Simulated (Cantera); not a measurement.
Premixed flame

A freely propagating, adiabatic, planar premixed flame of 49.2 % H₂, 10.7 % O₂, 40.2 % N₂, unburnt at 675 K and 6.51 atm; mixture-averaged transport, grid criteria slope 0.08 and curve 0.16, no radiation.

Model: the H2/O2 subset of GRI-Mech 3.0, which has no nitrogen chemistry, integrated in Cantera. The hydrogen kinetics of GRI-Mech 3.0 are dated; newer H2 mechanisms differ, most at raised pressure. Burning velocities carry a grid error of a few per cent, more on coarse grids.

| z (mm) | T (K) | u (m/s) | x H₂ | x O₂ | x OH | x HO₂ | x H₂O₂ | x O |
|---|---|---|---|---|---|---|---|---|
| -0.131 | 675 | 10.8 | 0.492 | 0.107 | <1e-8 | <1e-8 | <1e-8 | <1e-8 |
| -0.0872 | 675 | 10.8 | 0.492 | 0.107 | <1e-8 | <1e-8 | <1e-8 | <1e-8 |
| -0.0654 | 675 | 10.8 | 0.492 | 0.107 | <1e-8 | 9.11e-8 | <1e-8 | <1e-8 |
| -0.0436 | 676 | 10.8 | 0.491 | 0.107 | <1e-8 | 3.77e-6 | 2.07e-8 | 1.76e-8 |
| -0.0218 | 730 | 11.5 | 0.482 | 0.107 | 8.73e-5 | 0.000663 | 1.33e-5 | 1.76e-5 |
| -0.0109 | 992 | 15.2 | 0.448 | 0.0988 | 0.000775 | 0.000648 | 3.93e-5 | 0.000298 |
| 0 | 1379 | 20.6 | 0.381 | 0.0690 | 0.00185 | 0.000320 | 1.33e-5 | 0.00150 |
| 0.0109 | 1660 | 24.6 | 0.318 | 0.0307 | 0.00309 | 0.000133 | 2.89e-6 | 0.00186 |
| 0.0218 | 1804 | 26.6 | 0.289 | 0.0106 | 0.00347 | 4.44e-5 | 1.46e-6 | 0.00116 |
| 0.0436 | 1927 | 28.2 | 0.281 | 0.00135 | 0.00349 | 5.47e-6 | 6.09e-7 | 0.000523 |
| 0.0872 | 2029 | 29.5 | 0.287 | 0.000154 | 0.00309 | 7.63e-7 | 2.91e-7 | 0.000290 |
| 0.174 | 2116 | 30.6 | 0.295 | 5.22e-5 | 0.00239 | 3.16e-7 | 1.46e-7 | 0.000143 |
| 0.349 | 2182 | 31.4 | 0.300 | 2.12e-5 | 0.00163 | 1.34e-7 | 6.83e-8 | 5.84e-5 |
x: mole fraction of selected species; z is measured from the peak of heat release.

| Quantity | Value |
|---|---|
| laminar burning velocity | 1080 cm/s |
| thermal thickness | 0.0436 mm |
| peak x(OH) | 0.00353 |
| peak x(HO₂) | 0.000863 |
| peak x(H₂O₂) | 3.95e-5 |
| peak x(O) | 0.00195 |
